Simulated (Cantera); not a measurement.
Feed: 1 mol SiH4, 0.22 mol NH3, 6.6 mol N2, held at 1998.15 K and 1.88 Torr.

Method: chemical equilibrium by Gibbs-energy minimisation in Cantera with the NASA 1993 tables (ideal gas, pure condensed phases). Candidate condensed phases: Si, Si3N4; 18 gas species. The tables' values for SiN are old estimates; treat these amounts as uncertain. Gases not in the tables: Si2H6 and higher silanes. Kinetics and transport are ignored.

Base state: N2 0.723, H2 0.243, Si 0.0170, H 0.0158, SiH 0.000286, Si2N 0.000249, SiN 0.000189, Si2 0.000176 (mole fractions); condensed: Si(l).

Q: What changes in the equilibrium state with this change: temperature from 1998.15 K to 1798.15 K?

A: 
| species | before | after |
|---|---|---|
| N2 | 0.723 | 0.740 |
| H2 | 0.243 | 0.255 |
| H | 0.0158 | 0.00356 |
| Si | 0.0170 | 0.00124 |
| Si2 | 0.000176 | 7.43e-6 |
| Si3 | 3.77e-5 | 1.77e-6 |
| SiN | 0.000189 | 2.37e-5 |
| Si(l), mol | 0.828 | 0.987 |
